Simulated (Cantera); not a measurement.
An isothermal, constant-pressure homogeneous reactor starts with CH2O : O2 : N2 = 0.0067 : 0.053 : 1 (molar parts), equivalence ratio 0.13, at 900 K and 0.660 bar.

Cantera simulation using GRI-Mech 3.0 (53 species, 325 reactions); the numbers are that mechanism's predictions, not measurements. Below about 1000 K GRI-Mech 3.0 lacks low-temperature oxidation paths.

Question: Predict: x(O2) at 8.00 s; x(H) at 8.00 s.

Answer: 
```json
{
 "x(O2) at 8.00 s": "0.0454 (gas-phase equilibrium 0.0437)",
 "x(H) at 8.00 s": "3.34e-9 (gas-phase equilibrium <1e-12)"
}
```
